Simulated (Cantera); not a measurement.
Cantera with NASA thermochemical tables; ideal gases at 1 bar, condensed phases pure. Values are per mole of reaction as written; species without (g) are pure solids or liquids, kept so even where they would boil at 1 bar.

3 P4O10(g) ⇌ 6 P2(g) + 10 O3(g)

```
T (K)    ΔH° (kJ)   ΔS° (J/K)    ΔG° (kJ)     log10 K
-----  ----------  ----------  ----------  ----------
448       10988.3      2477.2      9878.5    -1151.76
473    (withheld)  (withheld)  (withheld)  (withheld)
498       10984.8      2469.9      9754.8    -1023.15
523       10982.8      2465.9      9693.1     -968.08
548    (withheld)  (withheld)  (withheld)  (withheld)
573       10978.4      2457.8      9570.0     -872.39
598    (withheld)  (withheld)  (withheld)  (withheld)
623    (withheld)  (withheld)  (withheld)  (withheld)
648       10970.8      2445.4      9386.1     -756.59
673       10968.1      2441.3      9325.1     -723.75
```

Question: Complete the blanks.

Answer: 
- 473, ΔH° (kJ): 10986.7
- 473, ΔS° (J/K): 2473.7
- 473, ΔG° (kJ): 9816.6
- 473, log10 K: -1084.05
- 548, ΔH° (kJ): 10980.6
- 548, ΔS° (J/K): 2461.9
- 548, ΔG° (kJ): 9631.5
- 548, log10 K: -918.05
- 598, ΔH° (kJ): 10975.9
- 598, ΔS° (J/K): 2453.7
- 598, ΔG° (kJ): 9508.6
- 598, log10 K: -830.55
- 623, ΔH° (kJ): 10973.4
- 623, ΔS° (J/K): 2449.6
- 623, ΔG° (kJ): 9447.3
- 623, log10 K: -792.09
